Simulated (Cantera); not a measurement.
A perfectly stirred reactor is fed with 50.0 % CH₄, 50.0 % CO₂, at 13300 Pa; it is held at 2073 K, and followed from long to short residence time.

Cantera simulation using GRI-Mech 3.0 (53 species, 325 reactions); the numbers are that mechanism's predictions, not measurements.

### Question
Predict: x(CH₄) at τ = 1.70 s; x(CO₂) at τ = 1.70 s; x(H₂) at τ = 1.70 s; x(H₂O) at τ = 1.70 s; x(C₂H₂) at τ = 1.70 s; x(CH₄) at τ = 15.0 ms; x(CO₂) at τ = 15.0 ms; x(H₂) at τ = 15.0 ms; x(H₂O) at τ = 15.0 ms; x(C₂H₂) at τ = 15.0 ms.

### Answer
```
Item                      Value
----------------------  -------
x(CH₄) at τ = 1.70 s    0.00176
x(CO₂) at τ = 1.70 s    0.00386
x(H₂) at τ = 1.70 s       0.477
x(H₂O) at τ = 1.70 s     0.0177
x(C₂H₂) at τ = 1.70 s   0.00976
x(CH₄) at τ = 15.0 ms    0.0240
x(CO₂) at τ = 15.0 ms    0.0617
x(H₂) at τ = 15.0 ms      0.324
x(H₂O) at τ = 15.0 ms     0.148
x(C₂H₂) at τ = 15.0 ms   0.0906
```
